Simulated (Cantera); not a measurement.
An adiabatic, constant-volume homogeneous reactor starts with CH4 : CO : O2 : N2 : CO2 = 1 : 1.3 : 3.19 : 12 : 4.1 (molar parts), equivalence ratio 0.83, at 1475 K and 0.355 atm. Integrator tolerance rtol = 1e-08.

Computed with Cantera and GRI-Mech 3.0 (53 species, 325 reactions).

```
quantity                                                            before                                    after
---------------------------------  ---------------------------------------  ---------------------------------------
time of steepest temperature rise                                  3.58 ms                                  42.3 ms
temperature at 3.00 s                                               2485 K                                   2424 K
equilibrium temperature                                             2485 K                                   2424 K
x(CH4) at 3.00 s                     <1e-12 (gas-phase equilibrium <1e-12)    <1e-12 (gas-phase equilibrium <1e-12)
x(CO) at 3.00 s                      0.0512 (gas-phase equilibrium 0.0512)    0.0389 (gas-phase equilibrium 0.0389)
x(O2) at 3.00 s                      0.0439 (gas-phase equilibrium 0.0439)    0.0392 (gas-phase equilibrium 0.0392)
x(CO2) at 3.00 s                       0.244 (gas-phase equilibrium 0.244)      0.259 (gas-phase equilibrium 0.259)
x(NO) at 3.00 s                    0.00858 (gas-phase equilibrium 0.00858)  0.00730 (gas-phase equilibrium 0.00730)
x(C2H4) at 3.00 s                    <1e-12 (gas-phase equilibrium <1e-12)    <1e-12 (gas-phase equilibrium <1e-12)
x(H2O2) at 3.00 s                  9.35e-8 (gas-phase equilibrium 9.35e-8)  8.45e-8 (gas-phase equilibrium 8.45e-8)
```

Question: Which change was made?
(A) pressure from 0.355 atm to 7.20 atm
(B) initial temperature 1475 to 1273 K
(C) CO 1.3 to 0.88 parts
(D) initial temperature 1475 to 1050 K

Answer: B, initial temperature 1475 to 1273 K
